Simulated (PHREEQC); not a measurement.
**Alkaline etch or developer (model solution)**

Solution (25 °C): 0.67 mol/kgw NH3, 0.0014 mol/kgw H4SiO4 and 0.00055 mol/kgw K3PO4. Closed to the air; pH follows from the charge balance.

Model: ion-association model, phreeqc.dat, run in PHREEQC.

Each row changes one thing in this solution. No solid was allowed to form.

| case | pH | ionic strength (mol/kgw) | NH4+ (mol/kgw) | H3SiO4- (mol/kgw) | H2SiO4-2 (mol/kgw) | H4SiO4 (mol/kgw) | SI of Quartz (SiO2) |
|---|---|---|---|---|---|---|---|
| as made | 11.48 | 0.00667 | 0.00425 | 0.00134 | 3.52e-5 | 2.75e-5 | -0.57 |
| 0.46 mol/kgw HCl added | 9.17 | 0.462 | 0.460 | 0.000380 | 1.07e-7 | 0.00102 | +1.05 |
| NH3 from 0.67 to 1.01 mol/kgw | 11.58 | 0.00761 | 0.00513 | 0.00133 | 4.47e-5 | 2.17e-5 | -0.67 |
| temperature from 25 to 75 °C | 10.19 | 0.00641 | 0.00417 | 0.00124 | 1.92e-5 | 0.000138 | -0.50 |
| K3PO4 left out | 11.45 | 0.00448 | 0.00445 | 0.00134 | 3.18e-5 | 2.98e-5 | -0.53 |
| diluted 2-fold with water | 11.34 | 0.00401 | 0.00283 | 0.000669 | 1.23e-5 | 1.92e-5 | -0.73 |
| temperature from 25 to 10 °C | 11.98 | 0.00668 | 0.00408 | 0.00135 | 3.84e-5 | 1.56e-5 | -0.58 |

Some of these states are supersaturated (in Quartz (slow to form), Chalcedony (slow to form), for instance). Constants without temperature data keep their 25 °C values here.
